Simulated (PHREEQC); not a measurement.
Consider water at 25 °C with 0.13 mol/kgw HCl, 0.16 mol/kgw Al2(SO4)3 and 0.00088 mol/kgw Fe2(SO4)3. Closed to the air; pH follows from the charge balance.

Equilibrium calculation in PHREEQC: ion-association model, phreeqc.dat.

Task: The ionic strength comes out as 0.585 mol/kgw. What activity coefficients do AlOH+2, Al+3, SO4-2, Fe+3, Fe(SO4)2- get?

Result: AlOH+2 0.22, Al+3 0.084, SO4-2 0.19, Fe+3 0.084, Fe(SO4)2- 0.74.

Precipitation was switched off in this run. The solution is supersaturated, for example in Hematite (slow to form), so a real one may precipitate; this is no full list. Species that the database lacks are ignored.
